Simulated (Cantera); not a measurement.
Input (Python, Cantera) and output of one run.

```python
import numpy as np
import cantera as ct

gas_names = """
    CL CL2 H HCL H2 Si SiCL SiCL2 SiCL3 SiCL4 SiH SiHCL3 SiH2 SiH2CL2 SiH3 SiH3CL SiH4 Si2 Si3
""".split()
cond_names = """
    Si(cr) Si(L)
""".split()


# ... load() reads the species with a 1 bar reference pressure and builds the phases ...
atoms = {
    'Si': {'Si': 1},
    'HCl': {'H': 1, 'CL': 1},
    'H2': {'H': 2},
}
top_T = {}  # K; cautious upper limits of use, not melting points


# ... equilibrate(T, P, feed) seeds the gas with the atoms and calls Mixture.equilibrate('TP', solver="vcs", rtol=1e-11, max_steps=5000) ...
results = []
feed = {'Si': 1, 'HCl': 1.5, 'H2': 5.5}  # mol
T = 948  # K
P = 1800000  # Pa
mix = equilibrate(T, P, feed)
results.append((T, P, feed, dict(zip(mix.species_names, mix.species_moles))))
x = sorted(zip(gas.X, gas.species_names), reverse=True)
print(f"T = {T:g} K  P = {P:g} Pa  gas = {mix.phase_moles(0):.4g} mol")
print("   x: " + "  ".join(f"{s} {v:.3e}" for v, s in x if v > 1e-06))
print("   condensed (mol): " + ("  ".join(f"{mix.phase(i).name} {mix.phase_moles(i):.4g}"
      for i in range(1, mix.n_phases) if mix.phase_moles(i) > 1e-12) or "none"))
```

Output:

```
T = 948 K  P = 1.8e+06 Pa  gas = 6.541 mol
   x: H2 9.273e-01  SiHCL3 3.964e-02  SiCL4 2.345e-02  SiH2CL2 6.783e-03  HCL 2.470e-03  SiH3CL 2.897e-04  SiCL3 8.333e-05  SiCL2 1.002e-05  SiH4 5.473e-06
   condensed (mol): Si(cr) 0.5404
```

These are equilibrium values from Cantera (NASA tables, ideal gas, pure condensed phases), not measurements of a reactor. The tables' values for SiCl3 are old estimates; treat these amounts as uncertain.
